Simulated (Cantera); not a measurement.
Input (Python, Cantera) and output of one run.

```python
import numpy as np
import cantera as ct

gas_names = [...]  # 113 gases of nasa_gas.yaml made of C, H, O, Ta
cond_names = """
    C(gr) C6H6(L) C7H8(L) C8H18(L),n-octa H2O(s) H2O(L) Ta(cr) Ta(L) TaC(s) TaC(L) Ta2O5(s) Ta2O5(L)
""".split()


# ... load() reads the species with a 1 bar reference pressure and builds the phases ...
atoms = {
    'Ta': {'Ta': 1},
    'CH4': {'C': 1, 'H': 4},
    'CO2': {'C': 1, 'O': 2},
}
top_T = {'C(gr)': 4500}  # K; cautious upper limits of use, not melting points


# ... equilibrate(T, P, feed) seeds the gas with the atoms and calls Mixture.equilibrate('TP', solver="vcs", rtol=1e-11, max_steps=5000) ...
results = []
feed = {'Ta': 1, 'CH4': 0.57, 'CO2': 1.4}  # mol
P = 1000  # Pa
for T in [825, 875, 925, 975, 1025, 1075, 1125, 1175]:
    mix = equilibrate(T, P, feed)
    results.append((T, P, feed, dict(zip(mix.species_names, mix.species_moles))))

top = {s: max(r[3][s] / sum(r[3][g] for g in gas_names) for r in results) for s in gas_names}
cols = sorted((s for s in top if top[s] > 0.001), key=lambda s: -top[s])[:8]
seen = [c for c in cond_names if any(r[3].get(c, 0) > 1e-12 for r in results)]
print("log10 of partial pressures in bar; condensed amounts in mol")
print(f"{'T/K':>10s}" + "".join(f"{s[:9]:>10s}" for s in cols + seen))
for T, P, feed, n in results:
    ng = sum(n[g] for g in gas_names)
    print(f"{T:10.4g}" + "".join(f"{np.log10(max(n[s] / ng * P / 1e5, 1e-99)):10.3f}" for s in cols)
          + "".join(f"{n.get(c, 0):10.4g}" for c in seen))
```

Result:

```
log10 of partial pressures in bar; condensed amounts in mol
       T/K        H2        CO       H2O       CO2       CH4     C(gr)    TaC(s)  Ta2O5(s)
       825    -2.101    -2.764    -3.765    -3.875    -4.246     1.705         0       0.5
       875    -2.102    -2.707    -4.199    -4.382    -4.564     1.681         0       0.5
       925    -2.102    -2.689    -4.619    -4.901    -4.848     1.673         0       0.5
       975    -2.102    -2.684    -5.007    -5.386    -5.105     1.671         0       0.5
      1025    -2.102    -2.682    -5.360    -5.828    -5.337      1.67         0       0.5
      1075    -2.163    -2.506    -5.567    -5.879    -5.671     1.367   0.08679    0.4566
      1125    -2.364    -2.247    -5.626    -5.550    -6.444         0    0.4775    0.2612
      1175    -2.364    -2.247    -5.564    -5.554    -6.952         0    0.4776    0.2612
```

Method: chemical equilibrium by Gibbs-energy minimisation in Cantera with the NASA 1993 tables (ideal gas, pure condensed phases). Mutual solubility and eutectic melting of coexisting phases are not modelled. TaC: taken at fixed stoichiometry. Condensed phases not in the tables: Ta2C.
